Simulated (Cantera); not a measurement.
Gas activation for diamond growth

An isothermal, constant-pressure homogeneous reactor starts with CH4 : H2 : O2 = 0.0083 : 1 : 0.0084 (molar parts), equivalence ratio 62, at 2725 K and 0.138 atm.

Model: GRI-Mech 3.0 (53 species, 325 reactions), integrated in Cantera.

```tsv
t (s)	x CH4	x H2	x O2	x CO	x CH2CO	x HO2	x C2H4
3.00e-5	0.00593	0.961	0.00326	6.70e-5	5.52e-8	4.06e-6	1.14e-5
9.98e-5	0.00341	0.940	1.68e-6	0.000315	2.35e-7	1.32e-9	1.77e-5
0.000332	0.000845	0.927	4.82e-8	0.00115	7.12e-7	8.65e-11	2.78e-6
0.00111	0.000200	0.912	6.22e-8	0.00349	4.97e-7	8.81e-11	4.87e-7
0.00368	2.63e-5	0.886	6.20e-8	0.00716	4.27e-8	6.44e-11	2.57e-8
0.0122	2.79e-11	0.845	1.17e-7	0.00752	<1e-12	8.60e-11	<1e-12
0.0408	1.70e-11	0.832	1.44e-7	0.00747	<1e-12	9.59e-11	<1e-12
0.136	1.69e-11	0.832	1.44e-7	0.00747	<1e-12	9.60e-11	<1e-12
0.451	1.69e-11	0.832	1.44e-7	0.00747	<1e-12	9.60e-11	<1e-12
1.50	1.69e-11	0.832	1.44e-7	0.00747	<1e-12	9.60e-11	<1e-12
5.00	1.69e-11	0.832	1.44e-7	0.00747	<1e-12	9.60e-11	<1e-12
```
x: mole fraction; the columns are a selection and need not sum to one.

Equilibrium at this temperature and pressure: CH4 1.80e-11, H2 0.832, O2 1.44e-7, CO 0.00747, CH2CO <1e-12, HO2 9.60e-11, C2H4 <1e-12 (gas phase only).
